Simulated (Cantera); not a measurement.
A perfectly stirred reactor is fed with H2 : O2 : N2 = 1 : 1.02 : 3.84 (molar parts), equivalence ratio 0.49, at 500000 Pa; it is adiabatic with a 775 K inlet, and is followed from long to short residence time, starting on the burning branch (τ in s: 0.039, 0.018, 0.0082, 0.0038, 0.0017, 0.00079, 0.00036, 0.00017, 7.7e-05, 3.5e-05, 1.6e-05, 7.5e-06, 3.4e-06).

Cantera simulation using the H2/O2 subset of GRI-Mech 3.0, which has no nitrogen chemistry; the numbers are that mechanism's predictions, not measurements. The hydrogen kinetics of GRI-Mech 3.0 are dated; newer H2 mechanisms differ, most at raised pressure.

Problem. What does this change do: pressure from 500000 Pa to 1400000 Pa?

Solution. 
| quantity | before | after |
|---|---|---|
| blow-out, bracketed by the residence times tried | burning at 3.40 µs, the shortest tried | burning at 3.40 µs, the shortest tried |
| x(H2) at τ = 39.0 ms | 0.000121 | 6.50e-5 |
| x(O2) at τ = 39.0 ms | 0.0965 | 0.0966 |
| x(H2O) at τ = 39.0 ms | 0.185 | 0.186 |
| x(O) at τ = 39.0 ms | 0.000128 | 7.04e-5 |
| x(HO2) at τ = 39.0 ms | 3.76e-6 | 4.74e-6 |
| x(H2) at τ = 0.360 ms | 0.00139 | 0.000600 |
| x(O2) at τ = 0.360 ms | 0.0957 | 0.0964 |
| x(H2O) at τ = 0.360 ms | 0.182 | 0.184 |
| x(O) at τ = 0.360 ms | 0.00108 | 0.000278 |
| x(HO2) at τ = 0.360 ms | 1.86e-5 | 1.55e-5 |
The pressure lies above the range GRI-Mech 3.0 was tuned for (to about 10 atm).
